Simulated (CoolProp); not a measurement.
Properties of R236EA along the isotherm 369.5 K.

The numbers come from the reference Helmholtz-energy equation of state, Rui 2013 in CoolProp.

| p (bar) | phase | Z | cp (kJ/(kg K)) | cv (kJ/(kg K)) | Joule-Thomson coefficient (K/MPa) |
|---|---|---|---|---|---|
| 4.62 | gas | 0.9264 | 0.9975 | … | … |
| 9.23 | gas | 0.8413 | 1.069 | 0.9407 | … |
| 13.8 | gas | 0.7350 | 1.233 | 0.9819 | 18.14 |
| 18.5 | liquid | 0.07948 | 1.496 | 0.9866 | 0.4599 |
| 23.1 | liquid | 0.09860 | 1.478 | 0.9841 | 0.4070 |
| 27.7 | liquid | 0.1175 | 1.462 | 0.9820 | 0.3616 |
| 32.3 | liquid | … | 1.448 | 0.9803 | 0.3220 |
| 36.9 | liquid | 0.1549 | 1.436 | 0.9789 | … |
| 41.5 | liquid | 0.1733 | 1.425 | 0.9777 | 0.2558 |
| 46.2 | liquid | 0.1920 | 1.415 | 0.9766 | 0.2272 |
| 50.8 | liquid | 0.2102 | 1.406 | 0.9757 | 0.2018 |
| 55.4 | liquid | 0.2283 | 1.398 | 0.9750 | 0.1786 |
| 60 | liquid | 0.2462 | 1.391 | 0.9743 | 0.1573 |

### Question
Some entries are withheld; supply them.

### Answer

- 4.62, cv (kJ/(kg K)): 0.9170
- 4.62, Joule-Thomson coefficient (K/MPa): 12.72
- 9.23, Joule-Thomson coefficient (K/MPa): 14.63
- 32.3, Z: 0.1363
- 36.9, Joule-Thomson coefficient (K/MPa): 0.2870
